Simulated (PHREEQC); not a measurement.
**Copper plating or etch bath: an equilibrium model**

Solution (70 °C): 34 mmol/kgw CuSO4 and 25 mmol/kgw H3BO3. Closed to the air; pH follows from the charge balance.

The numbers come from PHREEQC with the ion-association model, phreeqc.dat.

pH: 4.25
ionic strength: 0.0772 mol/kgw
specific conductance: 8090 µS/cm
density: 0.984 g/cm³

```tsv
species	molality	activity	log γ
H3BO3	0.0250	0.0255	0.008
SO4-2	0.0193	0.00722	-0.426
Cu+2	0.0192	0.00768	-0.397
CuSO4	0.0146	0.0149	0.008
HSO4-	0.000155	0.000121	-0.108
Cu2(OH)2+2	0.000110	4.05e-5	-0.434
H+	6.75e-5	5.56e-5	-0.084
CuOH+	1.79e-6	1.38e-6	-0.113
H2BO3-	6.90e-7	5.38e-7	-0.108
Cu(OH)2	5.09e-8	5.18e-8	0.008
OH-	3.80e-9	2.90e-9	-0.117
```

No solid was allowed to form. At this temperature some constants are extrapolated from 25 °C, and those without enthalpy data are left unchanged.
